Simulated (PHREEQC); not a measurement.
0.81 g of hydrous ferric oxide (600 m²/g; 0.2 weak and 0.005 strong sites per Fe, Dzombak-Morel constants, diffuse double layer) in 1 kg of water with 0.005 mol/kgw of an inert sodium salt, at 25 °C; the pH is set by adding NaOH or the inert anion's acid. Oxygen alone is held at its pressure in air (log pO2 = -0.68). No CO2 enters from the air. Nothing may precipitate in this run.

Base run: PHREEQC, ion-association model, wateq4f.dat. Each further column changes one thing. The table gives surface potential ψ (mV).

| pH | base | background salt from 0.005 to 0.0005 mol/kgw | oxide from 0.81 to 4.1 g/kgw | 0.0014 mol/kgw Na2HAsO4 added |
|---|---|---|---|---|
| 4 | 193 | 212 | … | 83 |
| 4.5 | 177 | 194 | 174 | 58 |
| 5 | 158 | 172 | 156 | 32 |
| 6 | 114 | 121 | … | -20 |
| 6.5 | 89 | … | 88 | -43 |
| 7 | 62 | 64 | 62 | -61 |
| 7.5 | 34 | 35 | 34 | -74 |
| 8 | 6 | 6 | 6 | -83 |
| 9 | -50 | -52 | -50 | -103 |
| 9.5 | -77 | -80 | -77 | -116 |
| 10 | -103 | -108 | -102 | -130 |

Problem. Some entries are withheld; supply them.

Solution. 
- 4, oxide from 0.81 to 4.1 g/kgw: 189
- 6, oxide from 0.81 to 4.1 g/kgw: 113
- 6.5, background salt from 0.005 to 0.0005 mol/kgw: 93
